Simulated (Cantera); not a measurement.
BCl3 + O2 + H2 + NH3 (boron, boron nitride and boron oxide)

Input: 1 mol BCl3, 9.5 mol O2, 2.6 mol H2, 1.4 mol NH3.

Method: chemical equilibrium by Gibbs-energy minimisation in Cantera with the NASA 1993 tables (ideal gas, pure condensed phases). Candidate condensed phases: B, BN, B2O3, B3O3H3, H2O, NH4Cl; 49 gas species. The tables' values for BCl2 are old estimates. The numbers say what is thermodynamically allowed, not how fast it happens.

Task: Map the stable condensed phases over T = 823, 973, 1123, 1273, 1423, 1573, 1723, 1873, 2023, 2173, 2323, 2473 K and P in Pa = 10, 37, 140, 520, 1900, 7200, 27000, 100000.

Result: 
```
T in K \ P in Pa
             10     37    140    520   1900   7200  27000 100000
   2473       A      A      A      A      A      A      A      A
   2323       A      A      A      A      A      A      A      A
   2173       A      A      A      A      A      A      A      A
   2023       A      A      A      A      A      A      A      A
   1873       A      A      A      A      A      A      A      A
   1723       A      A      A      A      A      A      A      B
   1573       A      A      A      A      A      A      B      B
   1423       A      A      A      A      B      B      B      B
   1273       A      B      B      B      B      B      B      B
   1123       B      B      B      B      B      B      B      B
    973       B      B      B      B      B      B      B      B
    823       B      B      B      B      B      B      B      B
```
A: gas only; B: B2O3.
